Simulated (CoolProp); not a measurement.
Vapour-liquid equilibrium of methanol (1) + ethanol (2) at 305.7 K; x and y are mole fractions of (1).

Computed with CoolProp (multi-fluid Helmholtz-energy mixture model, de Reuck 1993 and Schroeder 2014; pair parameters Bell 2016).

```csv
x,"bubble pressure, mixture model (MPa)","bubble pressure, Raoult's law (MPa)","y, mixture model","y, Raoult's law"
0.05,0.01272,0.01269,0.100,0.098
0.15,0.01401,0.01397,0.266,0.267
0.25,0.01524,0.01525,(withheld),0.408
0.35,0.01645,0.01653,0.517,0.526
0.45,0.01766,0.01782,0.618,0.628
0.55,0.01889,0.01910,0.708,0.716
0.65,0.02016,0.02038,(withheld),0.793
0.75,0.02146,0.02166,0.859,0.861
0.85,0.02281,0.02295,0.922,0.921
0.95,(withheld),0.02423,0.976,0.975
```

Q: Complete the blanks.

A: 
- 0.25, y, mixture model: 0.402
- 0.65, y, mixture model: 0.788
- 0.95, bubble pressure, mixture model (MPa): 0.02418

The largest gap from Raoult's law is -1.1 % in bubble pressure, at x = 0.65. No azeotrope shows between x = 0.05 and 0.95.

Pair parameters are fitted to limited data, so mixtures are less certain than the pure fluids.
